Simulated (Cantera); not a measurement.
## Thermodynamics of fluorocarbon and chlorocarbon gases, feed CCl₄ + Si + H₂

Feed: 1 mol CCl₄, 0.014 mol Si, a varied amount of H₂, held at 1025 K and 57.0 mbar.

Equilibrium computed with Cantera from the NASA thermochemical tables; the gas is ideal and each condensed phase is pure. Candidate condensed phases: C, C₆H₆, C₇H₈, C₈H₁₈, Si, SiC; 109 gas species. Gases not in the tables: chlorinated aromatics. Equilibrium is a limit: real reactors are often held back by kinetics, nucleation or transport.

```tsv
n(H₂) (mol)	log p HCl	log p Cl₂	log p H₂	log p SiCl₄	log p Cl	log p CH₄	log p CCl₄	log p SiHCl₃	n C(graphite)
0.41	-1.71	-1.43	-12.28	-3.48	-3.97	<-13	-5.14	<-13	1.000
0.88	-1.46	-1.66	-11.54	-3.56	-4.08	<-13	-5.61	<-13	1.000
1.4	-1.33	-2.02	-10.92	-3.63	-4.26	<-13	-6.31	<-13	1.000
1.8	-1.27	-2.59	-10.23	-3.68	-4.55	<-13	-7.46	<-13	1.000
2.3	-1.28	-10.49	-2.36	-3.73	-8.50	-5.85	<-13	-6.88	1.000
2.8	-1.33	-10.94	-2.01	-3.78	-8.72	-5.15	<-13	-6.52	0.999
3.2	-1.36	-11.14	-1.87	-3.81	-8.82	-4.87	<-13	-6.39	0.999
3.7	-1.40	-11.33	-1.76	-3.85	-8.92	-4.66	<-13	-6.28	0.998
4.2	-1.44	-11.48	-1.69	-3.89	-8.99	-4.51	<-13	-6.21	0.997
4.7	-1.47	-11.60	-1.63	-3.93	-9.05	-4.40	<-13	-6.15	0.995
5.1	-1.50	-11.68	-1.60	-3.95	-9.09	-4.33	<-13	-6.12	0.994
5.6	-1.53	-11.78	-1.57	-3.98	-9.14	-4.27	<-13	-6.09	0.993
6.1	-1.56	-11.86	-1.54	-4.01	-9.18	-4.21	<-13	-6.06	0.991
```
log p: log10 of the partial pressure in bar; n: condensed amount in mol.

From 0.41 mol H₂ to 6.1 mol H₂ the condensed part is C(graphite). The main Si-bearing gas is SiCl₄ throughout.
